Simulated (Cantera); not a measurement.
An adiabatic, constant-pressure homogeneous reactor starts with CH4 : O2 : N2 = 1 : 1.05 : 3.96 (molar parts), at 1450 K and 750 Torr.

Cantera simulation using GRI-Mech 3.0 (53 species, 325 reactions); the numbers are that mechanism's predictions, not measurements.

Question: Predict: time of steepest temperature rise; temperature at 6.00 s; equilibrium temperature; x(O2) at 6.00 s; x(HCN) at 6.00 s; x(H) at 6.00 s.

Answer: 
```json
{
  "time_of_steepest_temperature_rise": "2.73 ms",
  "temperature at 6.00 s": "2511 K",
  "equilibrium_temperature": "2511 K",
  "x(O2) at 6.00 s": "3.54e-5 (gas-phase equilibrium 3.54e-5)",
  "x(HCN) at 6.00 s": "7.80e-8 (gas-phase equilibrium 7.80e-8)",
  "x(H) at 6.00 s": "0.0101 (gas-phase equilibrium 0.0101)"
}
```
